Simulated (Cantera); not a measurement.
Feed: 1 mol Si, 0.16 mol H2O, 130 mol N2, held at 1823 K and 0.608 Torr.

These are equilibrium values from Cantera (NASA tables, ideal gas, pure condensed phases), not measurements of a reactor. Candidate condensed phases: H2O, Si, SiO2, Si2N2O, Si3N4; 35 gas species. The tables' values for SiN are old estimates; treat these amounts as uncertain. Rates play no part.

Base state: N2 0.992, Si 0.00546, SiO 0.00122, H2 0.000980, H 0.000476, Si2N 0.000100, SiN 6.40e-5, Si2 3.53e-5 (mole fractions); condensed: Si(l).

What changes in the equilibrium state with this change: temperature from 1823 K to 1675 K?


| species | before | after |
|---|---|---|
| N2 | 0.992 | 0.997 |
| SiO | 0.00122 | 0.00123 |
| H2 | 0.000980 | 0.00116 |
| Si | 0.00546 | 0.000536 |
| H | 0.000476 | 0.000139 |
| Si2 | 3.53e-5 | 2.09e-6 |
| SiN | 6.40e-5 | 1.00e-5 |
| Si(l), mol | 0.0767 | 0 |
| Si(s), mol | 0 | 0.763 |
